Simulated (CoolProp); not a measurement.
Properties of propane along the isotherm 383.9 K.

The numbers come from the reference Helmholtz-energy equation of state, Lemmon 2009 in CoolProp.

```tsv
p (MPa)	phase	expansivity (1/kK)	conductivity (mW/(m K))
1.33	gas	3.653	(withheld)
2.66	gas	(withheld)	32.3
3.99	gas	12.12	37.3
5.31	supercritical	(withheld)	60.7
6.64	supercritical	15.24	65.4
7.97	supercritical	9.057	68.9
9.3	supercritical	6.809	71.5
10.6	supercritical	5.631	73.7
```

Question: Fill in the missing entries.

Answer: 
- 1.33, conductivity (mW/(m K)): 30.1
- 2.66, expansivity (1/kK): 5.758
- 5.31, expansivity (1/kK): 66.32

Thermal conductivity comes from a separate model (Marsh 2002).
